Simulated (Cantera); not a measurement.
## Hydrocarbon pyrolysis for carbon deposition

An isothermal, constant-pressure homogeneous reactor starts with C2H6 : N2 = 1 : 2.2 (molar parts), at 1950 K and 0.135 Torr.

Detailed kinetics in Cantera: GRI-Mech 3.0 (53 species, 325 reactions). GRI-Mech 3.0 stops at C3 and has no aromatics, soot or wall deposition, so with more carbon than oxygen in the feed, carbon stays in small species such as C2H2 where larger ones or solid carbon would form. Radical loss at walls, strong at low pressure, is not modelled.

| t (s) | x C2H6 | x HCN | x C2H2 | x C2H | x H |
|---|---|---|---|---|---|
| 2.00e-6 | 0.312 | <1e-12 | <1e-12 | <1e-12 | 2.26e-7 |
| 7.66e-6 | 0.312 | <1e-12 | <1e-12 | <1e-12 | 8.47e-7 |
| 2.94e-5 | 0.309 | <1e-12 | 3.60e-12 | <1e-12 | 3.19e-6 |
| 0.000112 | 0.300 | <1e-12 | 4.90e-10 | <1e-12 | 2.07e-5 |
| 0.000431 | 0.268 | 2.02e-10 | 1.31e-7 | 1.67e-12 | 0.000405 |
| 0.00165 | 0.162 | 2.90e-7 | 0.000123 | 7.18e-8 | 0.00381 |
| 0.00632 | 0.0131 | 5.78e-6 | 0.0218 | 2.95e-5 | 0.0105 |
| 0.0242 | 9.43e-5 | 1.58e-5 | 0.126 | 5.52e-5 | 0.00700 |
| 0.0928 | 1.87e-5 | 1.93e-5 | 0.166 | 2.85e-5 | 0.00338 |
| 0.356 | 4.92e-6 | 2.17e-5 | 0.177 | 1.84e-5 | 0.00222 |
| 1.36 | 1.30e-6 | 2.51e-5 | 0.185 | 1.75e-5 | 0.00217 |
| 5.22 | 1.33e-7 | 3.59e-5 | 0.190 | 2.56e-5 | 0.00323 |
| 20.0 | 8.11e-10 | 8.18e-5 | 0.191 | 6.31e-5 | 0.00796 |
x: mole fraction; the columns are a selection and need not sum to one.

Equilibrium at this temperature and pressure: C2H6 <1e-12, HCN 0.136, C2H2 0.119, C2H 0.000272, H 0.0509 (gas phase only).
